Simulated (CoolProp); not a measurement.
n-undecane along the isotherm 346.85 °C: fugacity coefficient from the reference equation and from simpler models built on Tc = 365.7 °C, pc = 1.990 MPa, ω = 0.539; each cubic takes its own stable root.

The numbers come from the reference Helmholtz-energy equation of state, Aleksandrov 2011 in CoolProp. It is a short technical equation, of lower accuracy than the large ones.

```json
[
 {"p (MPa)": "0.00944", "phase": "gas", "reference": "0.9979"},
 {"p (MPa)": "0.0194", "phase": "gas", "reference": "0.9958"},
 {"p (MPa)": "0.0398", "phase": "gas", "reference": "0.9913"},
 {"p (MPa)": "0.0818", "phase": "gas", "reference": "0.9822"},
 {"p (MPa)": "0.168", "phase": "gas", "reference": "0.9636"},
 {"p (MPa)": "0.345", "phase": "gas", "reference": "0.9259"},
 {"p (MPa)": "0.708", "phase": "gas", "reference": "0.8499"},
 {"p (MPa)": "1.45", "phase": "gas", "reference": "0.6959"},
 {"p (MPa)": "2.99", "phase": "liquid", "reference": "0.3861"}
]
```

Question: How far does each simpler model (van der Waals, Redlich-Kwong, Soave-Redlich-Kwong, Peng-Robinson) lie from the reference over these 9 states: mean and median of the absolute difference, and the worst?

Answer: 
- van der Waals: mean 5.0 %, median 1.0 %, worst +26.3 % at 346.85 °C and 2.99 MPa
- Redlich-Kwong: mean 2.8 %, median 0.5 %, worst +14.7 % at 346.85 °C and 2.99 MPa
- Soave-Redlich-Kwong: mean 2.0 %, median 0.4 %, worst +9.3 % at 346.85 °C and 2.99 MPa
- Peng-Robinson: mean 0.8 %, median 0.1 %, worst +4.4 % at 346.85 °C and 2.99 MPa
